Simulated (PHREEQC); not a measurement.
**Nickel, zinc or cadmium bath**

Solution (10 °C): 54 mmol/kgw NiSO4, 2.8 mmol/kgw KCl and 15 mmol/kgw HCl. Closed to the air; pH follows from the charge balance.

The numbers come from PHREEQC with the ion-association model, wateq4f.dat.

Precipitation was switched off in this run.

Problem. Estimate the pH.

Solution. pH 2.15.

Problem. In which forms is Cl present?

Solution. Cl- 97 %, NiCl+ 2.8 % of the Cl.

Away from 25 °C the constants follow the database's enthalpies or fits; those with neither stay at their 25 °C values.
